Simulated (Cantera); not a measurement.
An adiabatic, constant-volume homogeneous reactor starts with CO : H2 : CH4 : O2 : N2 = 1 : 0.2 : 0.11 : 1.67 : 7.53 (molar parts), equivalence ratio 0.49, at 1125 K and 5.00 bar. Integrator tolerance rtol = 1e-08.

Detailed kinetics in Cantera: GRI-Mech 3.0 (53 species, 325 reactions).

Problem. What does this change do: initial temperature 1125 to 1575 K?

Solution. 
```csv
quantity,before,after
time of steepest temperature rise,0.379 ms,9.22 µs
temperature at 4.00 s,2413 K,2678 K
equilibrium temperature,2413 K,2678 K
x(CO) at 4.00 s,0.00278 (gas-phase equilibrium 0.00278),0.0112 (gas-phase equilibrium 0.0112)
x(H2) at 4.00 s,0.000174 (gas-phase equilibrium 0.000174),0.000632 (gas-phase equilibrium 0.000632)
x(CH4) at 4.00 s,<1e-12 (gas-phase equilibrium <1e-12),<1e-12 (gas-phase equilibrium <1e-12)
x(C2H4) at 4.00 s,<1e-12 (gas-phase equilibrium <1e-12),<1e-12 (gas-phase equilibrium <1e-12)
x(NO) at 4.00 s,0.0119 (gas-phase equilibrium 0.0119),0.0183 (gas-phase equilibrium 0.0183)
x(CH2O) at 4.00 s,1.97e-12 (gas-phase equilibrium 1.97e-12),2.29e-11 (gas-phase equilibrium 2.29e-11)
```

Problem. What does this change do: CH4 0.11 to 0.044 parts?

Solution. 
```json
[
 {"quantity": "time of steepest temperature rise", "before": "0.379 ms", "after": "0.273 ms"},
 {"quantity": "temperature at 4.00 s", "before": "2413 K", "after": "2292 K"},
 {"quantity": "equilibrium temperature", "before": "2413 K", "after": "2292 K"},
 {"quantity": "x(CO) at 4.00 s", "before": "0.00278 (gas-phase equilibrium 0.00278)", "after": "0.00122 (gas-phase equilibrium 0.00122)"},
 {"quantity": "x(H2) at 4.00 s", "before": "0.000174 (gas-phase equilibrium 0.000174)", "after": "5.93e-5 (gas-phase equilibrium 5.93e-5)"},
 {"quantity": "x(CH4) at 4.00 s", "before": "<1e-12 (gas-phase equilibrium <1e-12)", "after": "<1e-12 (gas-phase equilibrium <1e-12)"},
 {"quantity": "x(C2H4) at 4.00 s", "before": "<1e-12 (gas-phase equilibrium <1e-12)", "after": "<1e-12 (gas-phase equilibrium <1e-12)"},
 {"quantity": "x(NO) at 4.00 s", "before": "0.0119 (gas-phase equilibrium 0.0119)", "after": "0.0102 (gas-phase equilibrium 0.0102)"},
 {"quantity": "x(CH2O) at 4.00 s", "before": "1.97e-12 (gas-phase equilibrium 1.97e-12)", "after": "<1e-12 (gas-phase equilibrium <1e-12)"}
]
```

Problem. What does this change do: constant pressure in place of constant volume?

Solution. 
```json
[
 {"quantity": "time of steepest temperature rise", "before": "0.379 ms", "after": "0.422 ms"},
 {"quantity": "temperature at 4.00 s", "before": "2413 K", "after": "2191 K"},
 {"quantity": "equilibrium temperature", "before": "2413 K", "after": "2191 K"},
 {"quantity": "x(CO) at 4.00 s", "before": "0.00278 (gas-phase equilibrium 0.00278)", "after": "0.000988 (gas-phase equilibrium 0.000988)"},
 {"quantity": "x(H2) at 4.00 s", "before": "0.000174 (gas-phase equilibrium 0.000174)", "after": "7.03e-5 (gas-phase equilibrium 7.03e-5)"},
 {"quantity": "x(CH4) at 4.00 s", "before": "<1e-12 (gas-phase equilibrium <1e-12)", "after": "<1e-12 (gas-phase equilibrium <1e-12)"},
 {"quantity": "x(C2H4) at 4.00 s", "before": "<1e-12 (gas-phase equilibrium <1e-12)", "after": "<1e-12 (gas-phase equilibrium <1e-12)"},
 {"quantity": "x(NO) at 4.00 s", "before": "0.0119 (gas-phase equilibrium 0.0119)", "after": "0.00759 (gas-phase equilibrium 0.00759)"},
 {"quantity": "x(CH2O) at 4.00 s", "before": "1.97e-12 (gas-phase equilibrium 1.97e-12)", "after": "<1e-12 (gas-phase equilibrium <1e-12)"}
]
```
